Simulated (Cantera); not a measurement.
**Silicon oxide and oxynitride deposition: SiH₄ + H₂O + N₂**

A closed system holds: 1 mol SiH₄, 1.1 mol H₂O, 130 mol N₂, equilibrated at 7.50 Torr.

These are equilibrium values from Cantera (NASA tables, ideal gas, pure condensed phases), not measurements of a reactor. Candidate condensed phases: H₂O, Si, SiO₂, Si₂N₂O, Si₃N₄; 35 gas species. N₂ is the only nitrogen source here; it is nearly inert below about 1500 K, so the nitride shown seldom forms there in practice. Mutual solubility and eutectic melting of coexisting phases are not modelled. The tables hold silica as quartz up to 1696 K and as liquid above; real silica turns to tridymite and cristobalite and melts near 1996 K. The numbers say what is thermodynamically allowed, not how fast it happens.

```json
[
 {"T (°C)": "252", "x N₂": "0.977", "x H₂": "0.0233", "x SiO": "<1e-12", "x H": "<1e-12", "x NH₃": "6.29e-6", "x H₂O": "5.53e-9", "x Si": "<1e-12", "n SiO₂(α-quartz)": "0.400", "n Si₂N₂O(s)": "0.300", "n SiO₂(β-quartz)": "0"},
 {"T (°C)": "352", "x N₂": "0.977", "x H₂": "0.0233", "x SiO": "<1e-12", "x H": "<1e-12", "x NH₃": "9.69e-7", "x H₂O": "3.06e-8", "x Si": "<1e-12", "n SiO₂(α-quartz)": "0.400", "n Si₂N₂O(s)": "0.300", "n SiO₂(β-quartz)": "0"},
 {"T (°C)": "452", "x N₂": "0.977", "x H₂": "0.0233", "x SiO": "<1e-12", "x H": "<1e-12", "x NH₃": "2.41e-7", "x H₂O": "1.03e-7", "x Si": "<1e-12", "n SiO₂(α-quartz)": "0.400", "n Si₂N₂O(s)": "0.300", "n SiO₂(β-quartz)": "0"},
 {"T (°C)": "552", "x N₂": "0.977", "x H₂": "0.0233", "x SiO": "<1e-12", "x H": "1.21e-11", "x NH₃": "8.25e-8", "x H₂O": "2.51e-7", "x Si": "<1e-12", "n SiO₂(α-quartz)": "0.400", "n Si₂N₂O(s)": "0.300", "n SiO₂(β-quartz)": "0"},
 {"T (°C)": "652", "x N₂": "0.977", "x H₂": "0.0233", "x SiO": "<1e-12", "x H": "3.98e-10", "x NH₃": "3.51e-8", "x H₂O": "4.95e-7", "x Si": "<1e-12", "n SiO₂(α-quartz)": "0", "n Si₂N₂O(s)": "0.300", "n SiO₂(β-quartz)": "0.400"},
 {"T (°C)": "752", "x N₂": "0.977", "x H₂": "0.0233", "x SiO": "7.08e-12", "x H": "6.66e-9", "x NH₃": "1.75e-8", "x H₂O": "8.44e-7", "x Si": "<1e-12", "n SiO₂(α-quartz)": "0", "n Si₂N₂O(s)": "0.300", "n SiO₂(β-quartz)": "0.400"},
 {"T (°C)": "852", "x N₂": "0.977", "x H₂": "0.0233", "x SiO": "1.43e-9", "x H": "6.79e-8", "x NH₃": "9.78e-9", "x H₂O": "1.30e-6", "x Si": "<1e-12", "n SiO₂(α-quartz)": "0", "n Si₂N₂O(s)": "0.300", "n SiO₂(β-quartz)": "0.400"},
 {"T (°C)": "952", "x N₂": "0.977", "x H₂": "0.0233", "x SiO": "1.19e-7", "x H": "4.76e-7", "x NH₃": "6.01e-9", "x H₂O": "1.86e-6", "x Si": "<1e-12", "n SiO₂(α-quartz)": "0", "n Si₂N₂O(s)": "0.300", "n SiO₂(β-quartz)": "0.400"},
 {"T (°C)": "1052", "x N₂": "0.977", "x H₂": "0.0233", "x SiO": "5.06e-6", "x H": "2.50e-6", "x NH₃": "3.96e-9", "x H₂O": "2.52e-6", "x Si": "<1e-12", "n SiO₂(α-quartz)": "0", "n Si₂N₂O(s)": "0.300", "n SiO₂(β-quartz)": "0.400"},
 {"T (°C)": "1152", "x N₂": "0.977", "x H₂": "0.0233", "x SiO": "0.000125", "x H": "1.04e-5", "x NH₃": "2.77e-9", "x H₂O": "3.25e-6", "x Si": "1.67e-11", "n SiO₂(α-quartz)": "0", "n Si₂N₂O(s)": "0.295", "n SiO₂(β-quartz)": "0.394"},
 {"T (°C)": "1252", "x N₂": "0.975", "x H₂": "0.0233", "x SiO": "0.00201", "x H": "3.61e-5", "x NH₃": "2.01e-9", "x H₂O": "4.03e-6", "x Si": "1.16e-9", "n SiO₂(α-quartz)": "0", "n Si₂N₂O(s)": "0.211", "n SiO₂(β-quartz)": "0.310"}
]
```
x: gas mole fraction; n: condensed amount in mol.

From 252 °C to 552 °C the condensed part is SiO₂(α-quartz) + Si₂N₂O(s). From 652 °C to 1252 °C the condensed part is SiO₂(β-quartz) + Si₂N₂O(s).
